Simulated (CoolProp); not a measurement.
Vapour-liquid equilibrium of ethylene (1) + propane (2) at 0.0121 MPa; x and y are mole fractions of (1).

Values from CoolProp's multi-fluid Helmholtz-energy mixture model, Smukala 2000 and Lemmon 2009; pair parameters Bell 2016.

| x | bubble temperature (K) | y at the bubble point | dew temperature at overall composition x (K) | liquid density (mol/L) |
|---|---|---|---|---|
| 0.05 | 175.8 | 0.713 | 191.3 | 14.75 |
| 0.125 | 163.9 | 0.908 | 190.1 | 15.39 |
| 0.2 | 157.6 | 0.956 | 188.8 | 15.92 |
| 0.275 | 153.5 | 0.974 | 187.5 | 16.41 |
| 0.35 | 150.7 | 0.983 | 186.0 | 16.90 |
| 0.425 | 148.5 | 0.988 | 184.4 | 17.38 |
| 0.5 | 146.9 | 0.991 | 182.6 | 17.88 |
| 0.575 | 145.5 | 0.994 | 180.5 | 18.38 |
| 0.65 | 144.4 | 0.995 | 178.2 | 18.91 |
| 0.725 | 143.4 | 0.997 | 175.4 | 19.45 |
| 0.8 | 142.5 | 0.998 | 171.8 | 20.02 |
| 0.875 | 141.6 | 0.999 | 166.9 | 20.61 |
| 0.95 | 140.8 | 0.999 | 158.6 | 21.23 |

No azeotrope shows between x = 0.05 and 0.95.

The pair parameters rest on a limited set of measurements; away from them the model extrapolates.
